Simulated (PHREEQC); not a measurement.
Dissolve 0.00096 mol/kgw NH3, 2.3e-07 mol/kgw H4SiO4 and 0.0002 mol/kgw H3BO3 at 25 °C. Closed to the air; pH follows from the charge balance.

Equilibrium calculation in PHREEQC: ion-association model, wateq4f.dat.

Each row changes one thing in this solution. No solid was allowed to form.

| case | pH | ionic strength (mol/kgw) | NH3 (mol/kgw) | NH4+ (mol/kgw) |
|---|---|---|---|---|
| as made | 9.78 | 0.000218 | 0.000742 | 0.000218 |
| diluted 100-fold with water | 8.81 | 7.03e-6 | 2.58e-6 | 7.02e-6 |
| H3BO3 replaced by HBF4 at the same molality | 8.45 | 0.000831 | 0.000129 | 0.000831 |
| H4SiO4 left out | 9.78 | 0.000218 | 0.000742 | 0.000218 |
| diluted 10-fold with water | 9.42 | 3.86e-5 | 5.74e-5 | 3.86e-5 |
| diluted 5-fold with water | 9.56 | 6.34e-5 | 0.000129 | 6.34e-5 |
| H3BO3 left out | 10.08 | 0.000123 | 0.000837 | 0.000123 |

SiF6-2 is the database's only silicon fluoride. Real BF4- forms and hydrolyses slowly; the run takes it at equilibrium.
